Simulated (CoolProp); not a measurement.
A closed Brayton cycle with dry air: compressor inlet 328.15 K and 3.3 MPa, high pressure 11.1 MPa, turbine inlet 880 K, compressor efficiency 0.85, turbine efficiency 0.85, recuperator effectiveness 0 (on enthalpy, no pinch check). Each further row changes one setting.

Model: reference Helmholtz-energy equation of state, Lemmon 2000, in CoolProp. It is a pseudo-pure fit of the blend.

```
case                           thermal efficiency (%)  net work (kJ/kg)  compressor to turbine work  compressor exit (K)  turbine exit (K)
-----------------------------  ----------------------  ----------------  --------------------------  -------------------  ----------------
as stated                                        15.0              64.6                        0.72                488.4             675.7
turbine inlet 830 K                              13.8              51.4                        0.76                488.4             635.5
compressor inlet 338.15 K                        14.4              59.4                        0.74                502.9             675.7
high pressure 9.43 MPa                           14.0              63.5                        0.68                463.6             699.9
recuperator effectiveness 0.5                    19.5              64.6                        0.72                488.4             675.7
```
